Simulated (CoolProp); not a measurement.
Vapour-liquid equilibrium of toluene (1) + m-xylene (2) at 1.6 bar; x and y are mole fractions of (1).

The numbers come from the multi-fluid Helmholtz-energy mixture model, Lemmon 2006 and Zhou 2012; pair parameters Bell 2016 in CoolProp.

```csv
x,bubble temperature (K),y at the bubble point,dew temperature at overall composition x (K),liquid density (mol/L)
0.05,428.0,0.095,429.0,7.007
0.15,423.9,0.265,426.7,7.134
0.25,420.0,0.409,424.2,7.262
0.35,416.5,0.529,421.6,7.390
0.45,413.3,0.630,418.8,7.519
0.55,410.5,0.716,415.9,7.648
0.65,407.9,0.790,412.7,7.779
0.75,405.6,0.855,409.3,7.913
0.85,403.5,0.915,405.8,8.050
0.95,401.6,0.972,402.3,8.192
```

No azeotrope shows between x = 0.05 and 0.95.

Pair parameters are fitted to limited data, so mixtures are less certain than the pure fluids.
